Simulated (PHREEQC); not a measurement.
A solution holds 0.17 mol/kgw NaHSO4, 0.00042 mol/kgw NaF and 0.0052 mol/kgw NaCl, at 21 °C. Closed to the air; pH follows from the charge balance.

All values are PHREEQC results (ion-association model, phreeqc.dat), not measurements.

Each row changes one thing in this solution. No solid was allowed to form.

| case | pH | ionic strength (mol/kgw) | Na+ (mol/kgw) | F- (mol/kgw) | NaF (mol/kgw) | HF2- (mol/kgw) | SI of Halite (NaCl) |
|---|---|---|---|---|---|---|---|
| as made | 1.26 | 0.292 | 0.164 | 8.46e-6 | 3.70e-7 | 1.27e-8 | -4.93 |
| NaHSO4 left out | 7.15 | 0.00562 | 0.00562 | 0.000419 | 1.15e-6 | (withheld) | -6.17 |
| NaF from 0.00042 to 0.00063 mol/kgw | 1.26 | 0.292 | 0.164 | 1.27e-5 | (withheld) | 2.87e-8 | -4.93 |
| 0.0063 mol/kgw KBr added | 1.26 | (withheld) | 0.164 | 8.45e-6 | 3.68e-7 | 1.27e-8 | -4.93 |
| 0.0063 mol/kgw HBr added | 1.24 | 0.295 | 0.164 | 8.02e-6 | (withheld) | 1.21e-8 | -4.93 |

**Question.** What belongs in the gaps?

**Answer.** 
- NaHSO4 left out, HF2- (mol/kgw): 5.91e-11
- NaF from 0.00042 to 0.00063 mol/kgw, NaF (mol/kgw): 5.56e-7
- 0.0063 mol/kgw KBr added, ionic strength (mol/kgw): 0.298
- 0.0063 mol/kgw HBr added, NaF (mol/kgw): 3.50e-7
